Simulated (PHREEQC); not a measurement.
Consider water at 25 °C with 22 mmol/kgw HF, 0.31 mmol/kgw KF, 0.031 mmol/kgw (NH4)2SiF6 and 2.5 mmol/kgw H2SO4. Closed to the air; pH follows from the charge balance.

The numbers come from PHREEQC with the ion-association model, phreeqc.dat.

No solid was allowed to form.

Question: Order these F species by the share of F that they hold, largest first: HF, SiF6-2, F-, HF2-.

Answer: HF (87 %), F- (11 %), HF2- (1.6 %), SiF6-2 (0.83 %)

The pH is 2.22 and the ionic strength 0.00865 mol/kgw. Complexes and solids missing from the database can't appear. SiF6-2 is the database's only silicon fluoride.
